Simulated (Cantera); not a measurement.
Input: 1 mol Al2O3, 1.1 mol Cl2, at 683 Torr.

These are equilibrium values from Cantera (NASA tables, ideal gas, pure condensed phases), not measurements of a reactor. Candidate condensed phases: Al, AlCl3, Al2O3; 17 gas species. The numbers say what is thermodynamically allowed, not how fast it happens. All values below are at 1398 K.

Base state: Cl2 0.961, Cl 0.0288, AlCl3 0.00571, O2 0.00426, ClO 5.06e-5 (mole fractions); condensed: Al2O3(s).

Problem. What changes in the equilibrium state with this change: Al2O3 replaced by SiO2?

Solution. 
| species | before | after |
|---|---|---|
| Cl2 | 0.961 | 0.970 |
| Cl | 0.0288 | 0.0289 |
| SiCl4 | 0 | 0.000405 |
| AlCl3 | 0.00571 | 0 |
| O2 | 0.00426 | 0.000397 |
| ClO | 5.06e-5 | 1.55e-5 |
| Al2O3(s), mol | 0.997 | 0 |
| SiO2(β-quartz), mol | 0 | 1.000 |
The tables hold silica as quartz up to 1696 K and as liquid above; real silica turns to tridymite and cristobalite and melts near 1996 K. Further candidate phases: Si, SiO2.
